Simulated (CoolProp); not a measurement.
Model: reference Helmholtz-energy equation of state, Lemmon 2006, in CoolProp. It is a short technical equation, of lower accuracy than the large ones.

Problem. For CH3F (R41), give the phase and the density (kg/m³), cp (kJ/(kg K)), expansivity (1/kK), fugacity coefficient at 326.5 K and 6970 kPa; 375.7 K and 6970 kPa.

Solution. 
- 326.5 K and 6970 kPa: supercritical; density 270, cp 15.5, expansivity 99.8, fugacity coefficient 0.609
- 375.7 K and 6970 kPa: supercritical; density 106, cp 2.11, expansivity 7.25, fugacity coefficient 0.761
